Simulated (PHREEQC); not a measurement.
**City or well water: speciation**

Synthetic water in mg/L, 20 °C, pH 7.49, pe 2.7:

| constituent | mg/L |
|---|---|
| Na | 30.9 |
| K | 16.8 |
| Ca | 15.9 |
| Mg | 11.9 |
| Cl | 24.2 |
| S(6) as SO4 | 42.2 |
| Alkalinity as HCO3 | 117 |
| F | 0.399 |
| B | 0.035 |

Valence states are taken as typed.

Model: ion-association model, phreeqc.dat, run in PHREEQC.

Precipitation was switched off in this run.

Task: What specific conductance does the model give?

Result: specific conductance 326 µS/cm.

Task: In which forms is Ca present?

Result: Ca+2 95 %, CaSO4 3.7 %, CaHCO3+ 1.6 % of the Ca.

Real BF4- forms and hydrolyses slowly; the run takes it at equilibrium.
